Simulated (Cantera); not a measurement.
Charge: 1 mol PbO, 160 mol H2, 0.23 mol H2O, 0.57 mol N2, held at 1.65 Torr.

Equilibrium computed with Cantera from the NASA thermochemical tables; the gas is ideal and each condensed phase is pure. Candidate condensed phases: H2O, Pb, PbO, PbO2, Pb3O4; 27 gas species. The numbers say what is thermodynamically allowed, not how fast it happens.

Problem. At 1173 K, list the 4 most abundant gas species with their mole fractions, and the condensed phases.

Solution. H2 0.983, H2O 0.00760, Pb 0.00618, N2 0.00352. Condensed: gas only.
